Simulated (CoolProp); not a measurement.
Vapour-liquid equilibrium of R114 (1) + R113 (2) at 0.257 MPa; x and y are mole fractions of (1).

Values from CoolProp's multi-fluid Helmholtz-energy mixture model, Platzer 1990 and Marx 1992; pair parameters Bell 2016. This equation is an older, rougher fit; its heat capacities, sound speeds and derivatives of the liquid may be far off and weren't checked against measurements.

```tsv
x	bubble temperature, mixture model (K)	bubble temperature, Raoult's law (K)	y, mixture model	y, Raoult's law
0.05	347.8	347.5	0.143	0.159
0.125	342.1	341.5	0.320	0.346
0.2	336.9	336.2	0.460	0.487
0.275	332.2	331.6	0.570	0.596
0.35	327.9	327.4	0.659	0.682
0.425	324.1	323.7	0.731	0.750
0.5	320.7	320.3	0.789	0.805
0.575	317.5	317.3	0.837	0.851
0.65	314.7	314.5	0.877	0.888
0.725	312.1	311.9	0.910	0.920
0.8	309.6	309.5	0.939	0.947
0.875	307.4	307.3	0.964	0.969
0.95	305.3	305.2	0.987	0.989
```

The largest gap from Raoult's law is +0.7 K in bubble temperature, at x = 0.2. No azeotrope shows between x = 0.05 and 0.95.

The pair parameters rest on a limited set of measurements; away from them the model extrapolates.
